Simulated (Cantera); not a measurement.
A closed system holds: 1 mol Al, 17 mol O₂, 560 mol H₂, at 1950 K and 100 Torr.

Cantera equilibrium calculation (NASA polynomials, part measured and part estimated; ideal gas, pure solids and liquids). Candidate condensed phases: Al, Al₂O₃, H₂O; 19 gas species. Kinetics and transport are ignored.

What is the equilibrium state?


```json
{
  "x(H₂)": "0.939",
  "x(H₂O)": "0.0579",
  "x(H)": "0.00304",
  "x(OH)": "1.70e-5",
  "n(Al₂O₃(s))": "0.500 mol",
  "gas_amount": "560.9 mol",
  "log10 activity of Al(l) (absent)": "-6.68"
}
```
